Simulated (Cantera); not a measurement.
## Adiabatic ignition

An adiabatic, constant-pressure homogeneous reactor starts with 7.32 % CO, 0.351 % H2, 2.05 % CH4, 10.2 % O2, 69.1 % N2, 11.0 % CO2, equivalence ratio 0.78, at 1650 K and 11.8 atm.

Detailed kinetics in Cantera: GRI-Mech 3.0 (53 species, 325 reactions). The pressure lies above the range GRI-Mech 3.0 was tuned for (to about 10 atm).

```json
[
 {"t (s)": "4.00e-6", "T (K)": "1650", "x CO": "0.0732", "x H2": "0.00351", "x CH4": "0.0205", "x CH2O": "3.84e-6", "x O": "5.15e-7", "x C2H4": "4.35e-8"},
 {"t (s)": "9.72e-6", "T (K)": "1650", "x CO": "0.0731", "x H2": "0.00350", "x CH4": "0.0203", "x CH2O": "3.98e-5", "x O": "1.82e-6", "x C2H4": "1.96e-6"},
 {"t (s)": "2.36e-5", "T (K)": "1664", "x CO": "0.0730", "x H2": "0.00373", "x CH4": "0.0179", "x CH2O": "0.000507", "x O": "1.19e-5", "x C2H4": "0.000162"},
 {"t (s)": "5.74e-5", "T (K)": "2351", "x CO": "0.0293", "x H2": "0.00104", "x CH4": "<1e-12", "x CH2O": "1.47e-10", "x O": "0.00202", "x C2H4": "<1e-12"},
 {"t (s)": "0.000139", "T (K)": "2476", "x CO": "0.0137", "x H2": "0.000485", "x CH4": "<1e-12", "x CH2O": "3.12e-11", "x O": "0.000764", "x C2H4": "<1e-12"},
 {"t (s)": "0.000339", "T (K)": "2488", "x CO": "0.0119", "x H2": "0.000430", "x CH4": "<1e-12", "x CH2O": "2.46e-11", "x O": "0.000665", "x C2H4": "<1e-12"},
 {"t (s)": "0.000823", "T (K)": "2487", "x CO": "0.0119", "x H2": "0.000429", "x CH4": "<1e-12", "x CH2O": "2.46e-11", "x O": "0.000656", "x C2H4": "<1e-12"},
 {"t (s)": "0.00200", "T (K)": "2484", "x CO": "0.0119", "x H2": "0.000429", "x CH4": "<1e-12", "x CH2O": "2.45e-11", "x O": "0.000638", "x C2H4": "<1e-12"},
 {"t (s)": "0.00486", "T (K)": "2480", "x CO": "0.0119", "x H2": "0.000430", "x CH4": "<1e-12", "x CH2O": "2.45e-11", "x O": "0.000612", "x C2H4": "<1e-12"},
 {"t (s)": "0.0118", "T (K)": "2477", "x CO": "0.0119", "x H2": "0.000430", "x CH4": "<1e-12", "x CH2O": "2.45e-11", "x O": "0.000591", "x C2H4": "<1e-12"},
 {"t (s)": "0.0287", "T (K)": "2476", "x CO": "0.0119", "x H2": "0.000430", "x CH4": "<1e-12", "x CH2O": "2.45e-11", "x O": "0.000586", "x C2H4": "<1e-12"},
 {"t (s)": "0.0697", "T (K)": "2476", "x CO": "0.0119", "x H2": "0.000430", "x CH4": "<1e-12", "x CH2O": "2.45e-11", "x O": "0.000586", "x C2H4": "<1e-12"},
 {"t (s)": "0.169", "T (K)": "2476", "x CO": "0.0119", "x H2": "0.000430", "x CH4": "<1e-12", "x CH2O": "2.45e-11", "x O": "0.000586", "x C2H4": "<1e-12"},
 {"t (s)": "0.412", "T (K)": "2476", "x CO": "0.0119", "x H2": "0.000430", "x CH4": "<1e-12", "x CH2O": "2.45e-11", "x O": "0.000586", "x C2H4": "<1e-12"},
 {"t (s)": "1.00", "T (K)": "2476", "x CO": "0.0119", "x H2": "0.000430", "x CH4": "<1e-12", "x CH2O": "2.45e-11", "x O": "0.000586", "x C2H4": "<1e-12"}
]
```
x: mole fraction; the columns are a selection and need not sum to one.

- time of steepest temperature rise = 36.4 µs
- temperature at 1.00 s = 2476 K
- equilibrium temperature = 2476 K
- x(CO) at 1.00 s = 0.0119 (gas-phase equilibrium 0.0119)
- x(H2) at 1.00 s = 0.000430 (gas-phase equilibrium 0.000430)
- x(CH4) at 1.00 s = <1e-12 (gas-phase equilibrium <1e-12)
